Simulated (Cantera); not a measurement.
Cantera run, input and output.

```python
import numpy as np
import cantera as ct

gas = ct.Solution("h2o2.yaml")
gas.TPX = 350, 39000, {'H2': 1, 'O2': 0.455, 'N2': 1.71, 'H2O': 0.01}
flame = ct.FreeFlame(gas, width=0.077)
flame.set_refine_criteria(ratio=3, slope=0.08, curve=0.16)
flame.transport_model = "mixture-averaged"
flame.solve(loglevel=0, auto=True)
z, T = flame.grid, flame.T
thick = (T[-1] - T[0]) / np.gradient(T, z).max()
show = ['H2', 'O2', 'H2O2', 'HO2', 'H2O', 'O']
print(f"laminar burning velocity  {flame.velocity[0] * 100:.3f} cm/s")
print(f"burnt temperature         {T[-1]:.1f} K")
print(f"thermal thickness         {thick * 1e3:.4f} mm")
print(f"grid points               {len(z)}")
z0 = z[flame.heat_release_rate.argmax()]
print(f"{'z/mm':>9s}{'T/K':>9s}{'u/(m/s)':>9s}" + "".join(f"{s:>11s}" for s in show))
rows = []
for k in (-3, -2, -1.5, -1, -0.5, -0.25, 0, 0.25, 0.5, 1, 2, 4, 8):
    zz = z0 + k * thick
    rows.append([k * thick, np.interp(zz, z, T), np.interp(zz, z, flame.velocity),
                 *(np.interp(zz, z, flame.X[gas.species_index(s)]) for s in show)])
    print(f"{rows[-1][0] * 1e3:9.3f}{rows[-1][1]:9.1f}{rows[-1][2]:9.3f}" + "".join(f"{x:11.3e}" for x in rows[-1][3:]))
```

It prints:

```
laminar burning velocity  302.842 cm/s
burnt temperature         2384.5 K
thermal thickness         1.2850 mm
grid points               128
     z/mm      T/K  u/(m/s)         H2         O2       H2O2        HO2        H2O          O
   -3.855    350.0    3.028  3.150e-01  1.433e-01  5.388e-17  1.375e-15  3.150e-03  8.235e-16
   -2.570    350.0    3.028  3.150e-01  1.433e-01  2.821e-15  9.284e-14  3.150e-03  3.908e-14
   -1.928    350.0    3.028  3.150e-01  1.433e-01  2.267e-13  7.149e-12  3.150e-03  1.582e-12
   -1.285    350.0    3.028  3.149e-01  1.433e-01  7.260e-11  2.210e-09  3.150e-03  1.839e-10
   -0.643    354.5    3.058  3.125e-01  1.438e-01  1.504e-06  2.892e-05  3.219e-03  4.128e-07
   -0.321    591.8    4.965  2.793e-01  1.403e-01  6.303e-05  1.694e-04  1.965e-02  1.264e-04
    0.000   1081.1    8.748  1.734e-01  1.033e-01  2.819e-06  4.846e-05  1.061e-01  4.052e-03
    0.321   1400.2   11.199  7.720e-02  4.202e-02  1.973e-06  1.709e-05  2.158e-01  1.001e-02
    0.643   1543.6   12.266  5.718e-02  2.507e-02  1.377e-06  9.132e-06  2.458e-01  1.057e-02
    1.285   1692.5   13.327  5.590e-02  1.994e-02  7.566e-07  6.158e-06  2.570e-01  9.580e-03
    2.570   1846.9   14.389  5.587e-02  1.646e-02  3.861e-07  4.302e-06  2.674e-01  7.776e-03
    5.140   1998.2   15.393  5.375e-02  1.283e-02  2.076e-07  2.880e-06  2.798e-01  5.676e-03
   10.280   2135.0   16.273  4.988e-02  9.315e-03  1.260e-07  1.874e-06  2.930e-01  3.704e-03
```

Cantera simulation using the H2/O2 subset of GRI-Mech 3.0, which has no nitrogen chemistry; the numbers are that mechanism's predictions, not measurements. Burning velocities carry a grid error of a few per cent, more on coarse grids.
